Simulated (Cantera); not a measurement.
An isothermal, constant-pressure homogeneous reactor starts with CO : O2 : H2O : N2 = 0.0018 : 0.0088 : 0.042 : 1 (molar parts), at 925 K and 2.20 bar.

Cantera simulation using GRI-Mech 3.0 (53 species, 325 reactions); the numbers are that mechanism's predictions, not measurements.

One state of this run: x CO = 0.000696; x O2 = 0.00786; x H2O = 0.0399; x O = 1.47e-9; x N2O = 1.66e-8; x OH = 6.70e-9. x: mole fraction; the columns are a selection and need not sum to one.

### Question
Which value of t (s) does it belong to?
A) 3.85
B) 0.00196
C) 0.186
D) 17.6

### Answer
D, 17.6
